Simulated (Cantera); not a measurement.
Premixed flame

A freely propagating, adiabatic, planar premixed flame of 3.10 % C3H8, 20.4 % O2, 76.5 % N2, equivalence ratio 0.76, unburnt at 525 K and 1.00 atm; mixture-averaged transport, grid criteria slope 0.08 and curve 0.16, no radiation.

Computed with Cantera and GRI-Mech 3.0 (53 species, 325 reactions). GRI-Mech 3.0 was tuned for natural gas; its chemistry of propane as a main component is partial and can be far from experiment. Burning velocities carry a grid error of a few per cent, more on coarse grids.

| z (mm) | T (K) | u (m/s) | x C3H8 | x O2 | x OH | x CH4 | x C2H2 | x NO |
|---|---|---|---|---|---|---|---|---|
| -0.978 | 525 | 0.964 | 0.0310 | 0.204 | <1e-8 | 5.61e-7 | <1e-8 | <1e-8 |
| -0.652 | 526 | 0.967 | 0.0309 | 0.203 | <1e-8 | 5.57e-6 | 1.41e-7 | <1e-8 |
| -0.489 | 531 | 0.977 | 0.0309 | 0.203 | <1e-8 | 2.36e-5 | 7.92e-7 | <1e-8 |
| -0.326 | 565 | 1.04 | 0.0306 | 0.199 | 2.61e-7 | 0.000137 | 7.15e-6 | 3.02e-8 |
| -0.163 | 830 | 1.56 | 0.0246 | 0.174 | 2.02e-5 | 0.000977 | 9.34e-5 | 3.88e-7 |
| -0.0815 | 1178 | 2.27 | 0.0110 | 0.139 | 0.000243 | 0.00179 | 0.000272 | 1.06e-6 |
| 0 | 1546 | 3.02 | 0.000643 | 0.0975 | 0.00204 | 0.00113 | 0.000455 | 2.32e-6 |
| 0.0815 | 1708 | 3.35 | 1.45e-6 | 0.0739 | 0.00496 | 0.000173 | 8.44e-5 | 4.13e-6 |
| 0.163 | 1764 | 3.44 | <1e-8 | 0.0645 | 0.00653 | 1.28e-5 | 3.03e-6 | 5.83e-6 |
| 0.326 | 1834 | 3.55 | <1e-8 | 0.0577 | 0.00756 | 6.80e-8 | <1e-8 | 8.61e-6 |
| 0.652 | 1921 | 3.70 | <1e-8 | 0.0533 | 0.00781 | <1e-8 | <1e-8 | 1.30e-5 |
| 1.30 | 2007 | 3.84 | <1e-8 | 0.0506 | 0.00711 | <1e-8 | <1e-8 | 1.96e-5 |
| 2.61 | 2077 | 3.96 | <1e-8 | 0.0486 | 0.00578 | <1e-8 | <1e-8 | 2.91e-5 |
x: mole fraction of selected species; z is measured from the peak of heat release.

- laminar burning velocity: 96.3 cm/s
- thermal thickness: 0.326 mm
- peak x(OH): 0.00784
- peak x(CH4): 0.00183
- peak x(C2H2): 0.000467
- grid points: 136
